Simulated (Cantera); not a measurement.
Charge: 1 mol Al₂O₃, a varied amount of C, 3.6 mol N₂, held at 2048 K and 0.0280 bar.

Cantera equilibrium calculation (NASA polynomials, part measured and part estimated; ideal gas, pure solids and liquids). Candidate condensed phases: Al, AlN, Al₂O₃, C; 32 gas species. Mutual solubility and eutectic melting of coexisting phases are not modelled. Condensed phases not in the tables: aluminium oxynitride. Equilibrium is a limit: real reactors are often held back by kinetics, nucleation or transport.

x: gas mole fraction; n: condensed amount in mol.

```
n(C) (mol)   x N₂     x CO      x Al    x Al₂O    x AlO    x CO₂  n Al₂O₃(s)  n AlN(s)
----------  -----  -------  --------  --------  -------  -------  ----------  --------
0.0053      0.998  0.00147  0.000669  0.000232        ?  1.04e-7       0.998         0
0.0081      0.996  0.00224  0.000979  0.000386        ?  1.23e-7       0.997         0
0.012       0.995  0.00332   0.00139  0.000616        ?  1.44e-7       0.995         0
0.018       0.992  0.00496   0.00199  0.000991        ?  1.70e-7       0.993         0
0.028       0.988  0.00768   0.00292   0.00165        ?  2.04e-7       0.989         0
0.042       0.982   0.0115   0.00413   0.00263        ?  2.41e-7       0.983         0
0.064       0.973   0.0173   0.00589   0.00423        ?  2.87e-7       0.973         0
0.097       0.959   0.0258   0.00831   0.00669        ?  3.41e-7       0.959         0
0.15        0.940   0.0392    0.0110   0.00970  2.55e-6  4.29e-7       0.938   0.00852
0.22        0.922   0.0568    0.0111   0.00982  2.55e-6  6.17e-7       0.914    0.0530
0.34        0.893   0.0859    0.0113    0.0100  2.57e-6  9.23e-7       0.873     0.129
0.51        0.853    0.125    0.0115    0.0103  2.59e-6  1.32e-6       0.816     0.237
```

Fill in the missing entries.


- 0.0053, x AlO: 1.00e-6
- 0.0081, x AlO: 1.14e-6
- 0.012, x AlO: 1.28e-6
- 0.018, x AlO: 1.44e-6
- 0.028, x AlO: 1.64e-6
- 0.042, x AlO: 1.84e-6
- 0.064, x AlO: 2.07e-6
- 0.097, x AlO: 2.32e-6
